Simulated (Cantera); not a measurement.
An isothermal, constant-pressure homogeneous reactor starts with 6.37 % C2H6, 93.6 % N2, at 1050 K and 100.0 Torr.

Detailed kinetics in Cantera: GRI-Mech 3.0 (53 species, 325 reactions). GRI-Mech 3.0 stops at C3 and has no aromatics, soot or wall deposition, so with more carbon than oxygen in the feed, carbon stays in small species such as C2H2 where larger ones or solid carbon would form.

x: mole fraction; the columns are a selection and need not sum to one.

| t (s) | x C2H6 | x CH3 | x H2 | x C2H | x C2H2 |
|---|---|---|---|---|---|
| 0.000800 | 0.0637 | ? | 1.07e-7 | <1e-12 | <1e-12 |
| 0.00197 | 0.0637 | ? | 1.34e-6 | <1e-12 | 1.68e-12 |
| 0.00487 | 0.0637 | ? | 1.37e-5 | <1e-12 | 1.57e-10 |
| 0.0120 | 0.0636 | ? | 0.000104 | <1e-12 | 9.03e-9 |
| 0.0296 | 0.0630 | ? | 0.000575 | <1e-12 | 2.89e-7 |
| 0.0730 | 0.0613 | 2.49e-6 | 0.00214 | <1e-12 | 4.09e-6 |
| 0.180 | 0.0569 | 2.37e-6 | 0.00605 | <1e-12 | 3.12e-5 |
| 0.444 | 0.0470 | ? | 0.0150 | <1e-12 | 0.000177 |
| 1.10 | 0.0281 | ? | 0.0323 | <1e-12 | 0.000806 |
| 2.70 | 0.00759 | ? | 0.0518 | <1e-12 | 0.00277 |
| 6.66 | 0.00120 | ? | 0.0599 | <1e-12 | 0.00590 |
| 16.4 | 0.000494 | 1.79e-7 | 0.0634 | <1e-12 | 0.00939 |
| 40.5 | 0.000436 | 1.84e-7 | 0.0673 | <1e-12 | 0.0142 |
| 100 | 0.000393 | ? | 0.0703 | <1e-12 | 0.0189 |

Question: Fill in the missing entries.

Answer: 
- 0.000800, x CH3: 2.97e-7
- 0.00197, x CH3: 5.13e-7
- 0.00487, x CH3: 6.81e-7
- 0.0120, x CH3: 1.03e-6
- 0.0296, x CH3: 2.06e-6
- 0.444, x CH3: 2.08e-6
- 1.10, x CH3: 1.54e-6
- 2.70, x CH3: 7.45e-7
- 6.66, x CH3: 2.76e-7
- 100, x CH3: 2.04e-7
